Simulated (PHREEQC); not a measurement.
## Nickel, zinc or cadmium bath (model solution)

Make-up at 25 °C: 0.12 mol CdCl2, 0.0018 mol KCl and 0.022 mol CO2 per kg of water. Closed to the air; pH follows from the charge balance.

Computed with PHREEQC (ion-association model, wateq4f.dat).

The pH comes out as 3.94. The ionic strength is 0.141 mol/kgw.

```json
[
 {"species": "Cl-", "molality": "0.119", "activity": "0.0876", "log γ": "-0.132"},
 {"species": "CdCl+", "molality": "0.0769", "activity": "0.0587", "log γ": "-0.118"},
 {"species": "CO2", "molality": "0.0219", "activity": "0.0226", "log γ": "0.014"},
 {"species": "CdCl2", "molality": "0.0208", "activity": "0.0214", "log γ": "0.014"},
 {"species": "Cd+2", "molality": "0.0207", "activity": "0.00701", "log γ": "-0.471"},
 {"species": "K+", "molality": "0.00180", "activity": "0.00133", "log γ": "-0.132"},
 {"species": "CdCl3-", "molality": "0.00155", "activity": "0.00119", "log γ": "-0.118"},
 {"species": "H+", "molality": "0.000140", "activity": "0.000114", "log γ": "-0.091"},
 {"species": "HCO3-", "molality": "0.000115", "activity": "8.79e-5", "log γ": "-0.115"}
]
```

This is a speciation only: nothing precipitates in the calculation.
